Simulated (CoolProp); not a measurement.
Aqueous potassium formate as a coolant, at 13 °C, 1 atm.

The numbers come from the Melinder's fits for secondary coolants in CoolProp.

```tsv
mass %	freezing point (°C)	Prandtl number	cp (kJ/(kg K))	density (kg/m³)	conductivity (W/(m K))
2.6	-1.1	8.91	4.088	1016	0.581
6.6	___	9.18	3.934	1041	0.574
10.7	-5.3	9.34	3.781	1066	0.567
14.7	-7.8	___	3.636	___	___
18.7	-10.6	9.88	3.494	1116	___
22.8	___	10.3	3.356	1143	0.546
26.8	-17.7	10.9	3.227	1170	0.539
30.8	-22.1	11.4	3.108	1198	0.531
34.9	-27.3	12.0	2.994	___	0.522
```

Q: Some entries are withheld; supply them.

A: 
- 6.6, freezing point (°C): -3.1
- 14.7, Prandtl number: 9.56
- 14.7, density (kg/m³): 1090
- 14.7, conductivity (W/(m K)): 0.560
- 18.7, conductivity (W/(m K)): 0.553
- 22.8, freezing point (°C): -14.0
- 34.9, density (kg/m³): 1227
